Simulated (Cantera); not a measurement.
A closed system holds: 1 mol Si₃N₄, 0.0024 mol H₂O, 420 mol N₂, equilibrated at 1100 K and 0.0110 bar.

Equilibrium computed with Cantera from the NASA thermochemical tables; the gas is ideal and each condensed phase is pure. Candidate condensed phases: H₂O, Si, SiO₂, Si₂N₂O, Si₃N₄; 35 gas species. Mutual solubility and eutectic melting of coexisting phases are not modelled. Rates play no part.

Base state: N₂ 1.000 (mole fractions); condensed: Si₂N₂O(s) + Si₃N₄(s).

Question: What changes in the equilibrium state with this change: temperature from 1100 K to 1948 K?

Answer: 
```tsv
species	before	after
N₂	1.000	0.998
Si	<1e-9	0.00211
Si₂N	<1e-9	9.03e-5
SiN	<1e-9	6.54e-5
Si₂	<1e-9	1.92e-5
Si₂N₂O(s), mol	0.00240	0
Si₃N₄(s), mol	0.998	0
Si(l), mol	0	1.98
```
The tables' values for SiN are old estimates; treat these amounts as uncertain.
